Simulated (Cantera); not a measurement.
What does this Cantera script print?

```python
import numpy as np
import cantera as ct

gas_names = [...]  # 109 gases of nasa_gas.yaml made of C, Cl, H, Si
cond_names = """
    C(gr) C6H6(L) C7H8(L) C8H18(L),n-octa Si(cr) Si(L) SiC(b)
""".split()


# ... load() reads the species with a 1 bar reference pressure and builds the phases ...
atoms = {
    'CH3SiCl3': {'C': 1, 'H': 3, 'Si': 1, 'CL': 3},
    'C2H2': {'C': 2, 'H': 2},
    'H2': {'H': 2},
}
top_T = {'C(gr)': 4500, 'SiC(b)': 3050}  # K; cautious upper limits of use, not melting points


# ... equilibrate(T, P, feed) seeds the gas with the atoms and calls Mixture.equilibrate('TP', solver="vcs", rtol=1e-11, max_steps=5000) ...
results = []
feed = {'CH3SiCl3': 1, 'C2H2': 1.4, 'H2': 37}  # mol
P = 100000  # Pa
for T in [1523, 1598, 1673, 1748, 1823, 1898, 1973, 2048, 2123, 2198, 2273]:
    mix = equilibrate(T, P, feed)
    results.append((T, P, feed, dict(zip(mix.species_names, mix.species_moles))))

top = {s: max(r[3][s] / sum(r[3][g] for g in gas_names) for r in results) for s in gas_names}
cols = sorted((s for s in top if top[s] > 1e-06), key=lambda s: -top[s])[:5]
seen = [c for c in cond_names if any(r[3].get(c, 0) > 1e-12 for r in results)]
print("log10 of partial pressures in bar; condensed amounts in mol")
print(f"{'T/K':>10s}" + "".join(f"{s[:9]:>10s}" for s in cols + seen))
for T, P, feed, n in results:
    ng = sum(n[g] for g in gas_names)
    print(f"{T:10.4g}" + "".join(f"{np.log10(max(n[s] / ng * P / 1e5, 1e-99)):10.3f}" for s in cols)
          + "".join(f"{n.get(c, 0):10.4g}" for c in seen))
```

It prints:

```
log10 of partial pressures in bar; condensed amounts in mol
       T/K        H2       HCL         H C2H2,acet       CH4     C(gr)    SiC(b)
      1523    -0.034    -1.142    -4.653    -4.961    -2.705     2.726    0.9917
      1598    -0.033    -1.142    -4.290    -4.603    -2.850     2.749      0.99
      1673    -0.033    -1.143    -3.960    -4.277    -2.982     2.765    0.9876
      1748    -0.033    -1.144    -3.658    -3.980    -3.102     2.774    0.9845
      1823    -0.033    -1.146    -3.380    -3.708    -3.213     2.777    0.9808
      1898    -0.033    -1.147    -3.124    -3.458    -3.314     2.774    0.9764
      1973    -0.033    -1.149    -2.887    -3.227    -3.407     2.762    0.9713
      2048    -0.034    -1.151    -2.667    -3.013    -3.494      2.74    0.9653
      2123    -0.035    -1.154    -2.463    -2.816    -3.575     2.702    0.9582
      2198    -0.036    -1.157    -2.272    -2.632    -3.650     2.645     0.949
      2273    -0.038    -1.160    -2.094    -2.461    -3.721     2.564    0.9362
```

Equilibrium computed with Cantera from the NASA thermochemical tables; the gas is ideal and each condensed phase is pure. The feed counts by its element totals alone. The tables' values for SiCl, SiCl3 are old estimates; treat these amounts as uncertain. Gases not in the tables: Si2H6 and higher silanes.
